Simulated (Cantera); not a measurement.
What does this Cantera script print?

```python
import numpy as np
import cantera as ct

gas = ct.Solution("gri30.yaml")
gas.TPX = 1100, 750000, {'H2': 1, 'O2': 0.417, 'N2': 1.29}
reactor = ct.IdealGasConstPressureReactor(gas, energy="on", clone=False)
net = ct.ReactorNet([reactor])
net.rtol, net.atol = 1e-08, 1e-16
show = ['H2', 'O2', 'O', 'NO2', 'H2O2', 'N2O']
times = np.geomspace(6e-06, 0.3, 16)

steps = ct.SolutionArray(gas, extra=["t"])
rows = []
print(f"{'t/s':>10s}{'T/K':>9s}{'P/Pa':>11s}" + "".join(f"{s:>11s}" for s in show))
for t in times:
    while net.time < t:
        t_next = net.step()
        steps.append(gas.state, t=t_next)
    rows.append([np.interp(t, steps.t, y) for y in (steps.T, steps.P, *steps(*show).X.T)])
    print(f"{t:10.3e}{rows[-1][0]:9.1f}{rows[-1][1]:11.4g}" + "".join(f"{x:11.3e}" for x in rows[-1][2:]))
rate = np.gradient(steps.T, steps.t)
print("integrator steps:", len(steps.t))
if steps.T.max() > steps.T[0] + 200:
    print(f"time of steepest temperature rise: {steps.t[rate.argmax()]:.4e} s")
gas.TPX = 1100, 750000, {'H2': 1, 'O2': 0.417, 'N2': 1.29}
gas.equilibrate("HP")
print(f"equilibrium (HP): T = {gas.T:.1f} K  " + "  ".join(f"{s} {gas[s].X[0]:.3e}" for s in show))
```

Result:

```
       t/s      T/K       P/Pa         H2         O2          O        NO2       H2O2        N2O
 6.000e-06   1100.0    7.5e+05  3.694e-01  1.540e-01  1.682e-10  7.512e-25  1.148e-09  6.528e-15
 1.234e-05   1100.0    7.5e+05  3.694e-01  1.540e-01  1.894e-10  8.683e-24  5.118e-09  1.779e-14
 2.539e-05   1100.0    7.5e+05  3.694e-01  1.540e-01  2.401e-10  1.030e-22  2.244e-08  5.446e-14
 5.223e-05   1100.0    7.5e+05  3.694e-01  1.540e-01  3.807e-10  1.521e-21  9.948e-08  1.960e-13
 1.075e-04   1100.0    7.5e+05  3.694e-01  1.540e-01  8.983e-10  4.392e-20  4.861e-07  8.915e-13
 2.210e-04   1100.1    7.5e+05  3.694e-01  1.540e-01  4.270e-09  6.519e-18  3.546e-06  6.296e-12
 4.547e-04   1102.0    7.5e+05  3.692e-01  1.538e-01  6.081e-08  1.200e-14  7.711e-05  9.537e-11
 9.354e-04   2968.6    7.5e+05  8.505e-02  3.173e-03  2.101e-03  8.161e-07  8.249e-07  5.769e-07
 1.924e-03   2966.8    7.5e+05  8.538e-02  3.107e-03  2.066e-03  9.182e-07  8.135e-07  6.011e-07
 3.959e-03   2966.8    7.5e+05  8.538e-02  3.107e-03  2.066e-03  9.182e-07  8.135e-07  6.011e-07
 8.143e-03   2966.8    7.5e+05  8.538e-02  3.107e-03  2.066e-03  9.182e-07  8.135e-07  6.011e-07
 1.675e-02   2966.8    7.5e+05  8.538e-02  3.107e-03  2.066e-03  9.182e-07  8.135e-07  6.011e-07
 3.446e-02   2966.8    7.5e+05  8.538e-02  3.107e-03  2.066e-03  9.182e-07  8.135e-07  6.011e-07
 7.089e-02   2966.8    7.5e+05  8.538e-02  3.107e-03  2.066e-03  9.182e-07  8.135e-07  6.011e-07
 1.458e-01   2966.8    7.5e+05  8.538e-02  3.107e-03  2.066e-03  9.182e-07  8.135e-07  6.011e-07
 3.000e-01   2966.8    7.5e+05  8.538e-02  3.107e-03  2.066e-03  9.182e-07  8.135e-07  6.011e-07
integrator steps: 1506
time of steepest temperature rise: 7.1886e-04 s
equilibrium (HP): T = 2966.8 K  H2 8.538e-02  O2 3.107e-03  O 2.066e-03  NO2 9.182e-07  H2O2 8.135e-07  N2O 6.011e-07
```

Model: GRI-Mech 3.0 (53 species, 325 reactions), integrated in Cantera. The hydrogen kinetics of GRI-Mech 3.0 are dated; newer H2 mechanisms differ, most at raised pressure.
